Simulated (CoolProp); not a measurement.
Vapour-liquid equilibrium of toluene (1) + m-xylene (2) at 1.73 MPa; x and y are mole fractions of (1).

Computed with CoolProp (multi-fluid Helmholtz-energy mixture model, Lemmon 2006 and Zhou 2012; pair parameters Bell 2016).

```json
[
 {"x": "0.05", "bubble temperature, mixture model (°C)": "285.9", "bubble temperature, Raoult's law (°C)": "285.8", "y, mixture model": "0.067", "y, Raoult's law": "0.079"},
 {"x": "0.15", "bubble temperature, mixture model (°C)": "281.7", "bubble temperature, Raoult's law (°C)": "281.5", "y, mixture model": "0.195", "y, Raoult's law": "0.224"},
 {"x": "0.25", "bubble temperature, mixture model (°C)": "277.5", "bubble temperature, Raoult's law (°C)": "277.5", "y, mixture model": "0.316", "y, Raoult's law": "0.354"},
 {"x": "0.35", "bubble temperature, mixture model (°C)": "273.5", "bubble temperature, Raoult's law (°C)": "273.6", "y, mixture model": "0.429", "y, Raoult's law": "0.470"},
 {"x": "0.45", "bubble temperature, mixture model (°C)": "269.6", "bubble temperature, Raoult's law (°C)": "269.9", "y, mixture model": "0.533", "y, Raoult's law": "0.575"},
 {"x": "0.55", "bubble temperature, mixture model (°C)": "266.0", "bubble temperature, Raoult's law (°C)": "266.4", "y, mixture model": "0.630", "y, Raoult's law": "0.670"},
 {"x": "0.65", "bubble temperature, mixture model (°C)": "262.6", "bubble temperature, Raoult's law (°C)": "263.0", "y, mixture model": "0.720", "y, Raoult's law": "0.756"},
 {"x": "0.75", "bubble temperature, mixture model (°C)": "259.4", "bubble temperature, Raoult's law (°C)": "259.8", "y, mixture model": "0.804", "y, Raoult's law": "0.834"},
 {"x": "0.85", "bubble temperature, mixture model (°C)": "256.4", "bubble temperature, Raoult's law (°C)": "256.8", "y, mixture model": "0.884", "y, Raoult's law": "0.905"},
 {"x": "0.95", "bubble temperature, mixture model (°C)": "253.7", "bubble temperature, Raoult's law (°C)": "253.8", "y, mixture model": "0.962", "y, Raoult's law": "0.970"}
]
```

The largest gap from Raoult's law is -0.4 K in bubble temperature, at x = 0.65. No azeotrope shows between x = 0.05 and 0.95.

Pair parameters are fitted to limited data, so mixtures are less certain than the pure fluids.
